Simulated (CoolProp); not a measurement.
Vapour-liquid equilibrium of isobutane (1) + acetone (2) at 0.846 MPa; x and y are mole fractions of (1).

The numbers come from the multi-fluid Helmholtz-energy mixture model, Bücker 2006 and Lemmon 2006; pair parameters Bell 2016 in CoolProp.

```tsv
x	bubble temperature (K)	y at the bubble point	dew temperature at overall composition x (K)	liquid density (mol/L)
0.05	392.6	0.287	405.8	11.19
0.2	360.8	0.694	397.7	11.15
0.35	347.7	0.804	388.7	10.71
0.5	342.2	0.846	378.2	10.14
0.65	338.9	0.874	365.3	9.599
0.8	335.9	0.909	348.2	9.134
0.95	332.9	0.969	333.6	8.776
```

No azeotrope shows between x = 0.05 and 0.95.

The pair parameters rest on a limited set of measurements; away from them the model extrapolates. With so large a gap from Raoult's law the liquid may split in two, which this calculation doesn't test in full.
